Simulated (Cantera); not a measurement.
Charge: 1 mol Cr, 0.58 mol H₂O, 5.7 mol N₂, held at 10.0 Torr.

Cantera equilibrium calculation (NASA polynomials, part measured and part estimated; ideal gas, pure solids and liquids). Candidate condensed phases: Cr, CrN, Cr₂N, Cr₂O₃, H₂O; 29 gas species. Mutual solubility and eutectic melting of coexisting phases are not modelled. Equilibrium is a limit: real reactors are often held back by kinetics, nucleation or transport.

log p: log10 of the partial pressure in bar; n: condensed amount in mol.

| T (K) | log p N₂ | log p H₂ | log p Cr | log p H | log p H₂O | log p CrO | log p OH | n Cr₂N(s) | n Cr₂O₃(s) | n Cr(s) |
|---|---|---|---|---|---|---|---|---|---|---|
| 1248 | -1.92 | -2.90 | -9.23 | -7.78 | -6.51 | (withheld) | -13.38 | 0.307 | 0.193 | 0 |
| 1298 | -1.92 | -2.90 | -8.51 | -7.42 | -6.37 | (withheld) | -12.78 | 0.307 | 0.193 | 0 |
| 1348 | -1.92 | -2.90 | -7.84 | -7.09 | -6.24 | (withheld) | -12.22 | 0.307 | 0.193 | 0 |
| 1398 | -1.92 | -2.91 | -7.23 | -6.78 | -6.13 | (withheld) | -11.71 | 0 | 0.193 | 0.614 |
| 1448 | -1.92 | -2.91 | -6.73 | -6.49 | -5.97 | (withheld) | -11.18 | 0 | 0.193 | 0.614 |
| 1498 | -1.92 | -2.91 | -6.27 | -6.22 | -5.82 | (withheld) | -10.68 | 0 | 0.193 | 0.614 |
| 1548 | -1.92 | -2.91 | -5.83 | -5.97 | -5.68 | (withheld) | -10.22 | 0 | 0.193 | 0.613 |
| 1598 | -1.92 | -2.91 | -5.43 | -5.73 | -5.55 | (withheld) | -9.78 | 0 | 0.193 | 0.612 |
| 1648 | -1.92 | -2.91 | -5.05 | -5.51 | -5.43 | (withheld) | -9.37 | 0 | 0.193 | 0.610 |
| 1698 | -1.92 | -2.91 | -4.69 | -5.30 | -5.32 | (withheld) | -8.99 | 0 | 0.193 | 0.605 |
| 1748 | -1.92 | -2.91 | -4.36 | -5.10 | -5.21 | (withheld) | -8.63 | 0 | 0.192 | 0.595 |
| 1798 | -1.92 | -2.92 | -4.04 | -4.91 | -5.11 | (withheld) | -8.29 | 0 | 0.192 | 0.573 |
| 1848 | -1.92 | -2.92 | -3.75 | -4.74 | -5.02 | (withheld) | -7.97 | 0 | 0.192 | 0.531 |

Problem. What belongs in the gaps?

Solution. 
- 1248, log p CrO: -13.61
- 1298, log p CrO: -12.69
- 1348, log p CrO: -11.84
- 1398, log p CrO: -11.05
- 1448, log p CrO: -10.35
- 1498, log p CrO: -9.69
- 1548, log p CrO: -9.07
- 1598, log p CrO: -8.49
- 1648, log p CrO: -7.95
- 1698, log p CrO: -7.45
- 1748, log p CrO: -6.97
- 1798, log p CrO: -6.52
- 1848, log p CrO: -6.09
